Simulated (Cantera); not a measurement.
## PbO + C + H2 (carbothermic reduction)

Feed: 1 mol PbO, 2.5 mol C, 5.6 mol H2, at 41.0 mbar.

Cantera equilibrium calculation (NASA polynomials, part measured and part estimated; ideal gas, pure solids and liquids). Candidate condensed phases: C, C6H6, C7H8, C8H18, H2O, Pb, PbO, PbO2, Pb3O4; 113 gas species. The numbers say what is thermodynamically allowed, not how fast it happens.

```tsv
T (°C)	x H2	x CO	x Pb	x H	x H2O	x CH4	n C(graphite)	n Pb(l)
627	0.840	0.135	3.34e-5	5.29e-10	0.0113	0.00903	1.54	1.000
827	0.845	0.151	0.00296	1.17e-7	0.000467	0.00105	1.50	0.980
1027	0.794	0.142	0.0640	4.87e-6	4.21e-5	0.000203	1.50	0.549
1227	0.737	0.132	0.132	7.46e-5	6.83e-6	5.72e-5	1.50	0
1427	0.736	0.132	0.132	0.000624	1.92e-6	2.43e-5	1.50	0
1627	0.734	0.131	0.131	0.00336	7.05e-7	1.24e-5	1.50	0
1827	0.724	0.131	0.131	0.0131	3.12e-7	7.10e-6	1.48	0
2027	0.699	0.129	0.129	0.0400	1.54e-7	4.29e-6	1.45	0
```
x: gas mole fraction; n: condensed amount in mol.

From 627 °C to 1027 °C the condensed part is C(graphite) + Pb(l). From 1227 °C to 2027 °C the condensed part is C(graphite). The main Pb-bearing gas is Pb throughout.
